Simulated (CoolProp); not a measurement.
A simple Rankine cycle with water: condensing at 329.15 K, boiler at 0.123 MPa, turbine inlet 383.7 K, turbine efficiency 0.75, pump efficiency 0.8, no recuperator. Each further row changes one setting.

Values from CoolProp's reference Helmholtz-energy equation of state, Wagner 2002.

| case | thermal efficiency (%) | net work (kJ/kg) | heat in (kJ/kg) | turbine exit temperature (K) | volume ratio over the turbine |
|---|---|---|---|---|---|
| as stated | 9.4 | 231 | 2460 | 329.1 | 6.08 |
| turbine inlet 403.7 K | 9.5 | 237 | 2500 | 329.1 | 5.85 |
| condensing temperature 321.15 K | 10.9 | 271 | 2490 | 321.1 | 8.69 |
| boiler pressure 0.0861 MPa | 7.8 | 192 | 2460 | 329.1 | 4.32 |
| turbine efficiency 0.65 | 8.2 | 201 | 2460 | 329.1 | 6.16 |

The expansion ends wet for: as stated; turbine inlet 403.7 K; condensing temperature 321.15 K; boiler pressure 0.0861 MPa; turbine efficiency 0.65.
